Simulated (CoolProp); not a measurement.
Vapour-liquid equilibrium of carbon dioxide (1) + CHF3 (R23) (2) at 9.35 bar; x and y are mole fractions of (1).

Model: multi-fluid Helmholtz-energy mixture model, Span 1996 and Penoncello 2003; pair parameters Bell 2016, in CoolProp.

Question: Give the bubble temperature and the first vapour's composition at x = 0.65, 0.75, 0.85. Is there an azeotrope?

Answer: x = 0.65: 233.0 K, y = 0.707; x = 0.75: 232.3 K, y = 0.789; x = 0.85: 231.8 K, y = 0.871. No azeotrope shows between x = 0.05 and 0.95.

The pair parameters rest on a limited set of measurements; away from them the model extrapolates.
